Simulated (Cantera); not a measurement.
Standard-state values (1 bar) from the NASA 1993 polynomials, evaluated with Cantera. Values are per mole of reaction as written; species without (g) are pure solids or liquids, kept so even where they would boil at 1 bar.

Task: Between 575 and 1025 K, where is each reaction favourable under standard conditions?
- 6 Cr + 3 NO(g) → 3 Cr2N + O3(g)

Result: 
- 6 Cr + 3 NO(g) → 3 Cr2N + O3(g): ΔG° is -315 kJ at 575 K and -172 kJ at 1025 K; it stays negative (K > 1). ΔH° is -488 kJ and ΔS° -308 J/K at 1025 K.
